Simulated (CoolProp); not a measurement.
200 sccm (0 °C, 1 atm) of nitrogen bubbles through liquid n-perfluorohexane at 291.2 K and leaves saturated at a total pressure of 0.15 MPa (ideal gas phase). Each further row changes one setting.

Values from CoolProp's reference Helmholtz-energy equation of state, Gao 2022.

```tsv
case	vapour pressure (kPa)	mole fraction of vapour	delivery (mg/min)	delivery (sccm)	change of delivery for a bath 1 K warmer (%)
as stated	21.5	0.143	505	33.5	5.6
bath temperature 296.2 K	27.0	0.180	662	43.9	5.6
total pressure 0.3 MPa	21.5	0.0717	233	15.4	5.1
```
